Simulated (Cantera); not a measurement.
An isothermal, constant-pressure homogeneous reactor starts with 38.9 % H2, 27.8 % O2, 33.3 % N2, equivalence ratio 0.70, at 1050 K and 0.940 bar.

Computed with Cantera and the H2/O2 subset of GRI-Mech 3.0, which has no nitrogen chemistry. The temperature is held fixed by assumption; the heat of reaction is taken as removed at once.

One state of this run: x H2 = 0.0136; x O2 = 0.109; x HO2 = 7.73e-5; x OH = 1.95e-6; x O = 8.75e-7; x H2O = 0.466; x H = 8.52e-7. x: mole fraction; the columns are a selection and need not sum to one.

Question: Which value of t (s) does it belong to?
(A) 80.0
(B) 0.00303
(C) 0.0555
(D) 4.36

Answer: C, 0.0555
